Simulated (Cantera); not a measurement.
An isothermal, constant-pressure homogeneous reactor starts with NH3 : H2 = 1 : 0.13 (molar parts), at 1975 K and 18.0 Torr. Integrator tolerance rtol = 1e-08.

Model: the gas-phase N/H chemistry of the illustrative SiF4/NH3 mechanism in the Surface Chemkin manual (1991), integrated in Cantera. Walls and surfaces, which speed up NH3 decomposition in real reactors, are not modelled.

```csv
quantity,before,after
x(NH3) at 3.00 s,0.0753 (gas-phase equilibrium 1.60e-7),0.000378 (gas-phase equilibrium 1.29e-7)
x(H2) at 3.00 s,0.709 (gas-phase equilibrium 0.758),0.758 (gas-phase equilibrium 0.750)
x(H) at 3.00 s,0.000769 (gas-phase equilibrium 0.00774),0.00775 (gas-phase equilibrium 0.0175)
x(N2) at 3.00 s,0.215 (gas-phase equilibrium 0.234),0.234 (gas-phase equilibrium 0.233)
x(N2H2) at 3.00 s,4.13e-7 (gas-phase equilibrium <1e-12),2.08e-9 (gas-phase equilibrium <1e-12)
x(N) at 3.00 s,1.04e-6 (gas-phase equilibrium 1.95e-9),2.71e-6 (gas-phase equilibrium 1.11e-8)
```

Problem. Name the change that produced these shifts.
A) pressure from 18.0 Torr to 760 Torr
B) temperature 1975 to 2100 K
C) temperature 1975 to 1275 K
D) pressure from 18.0 Torr to 218 Torr

Solution. B, temperature 1975 to 2100 K
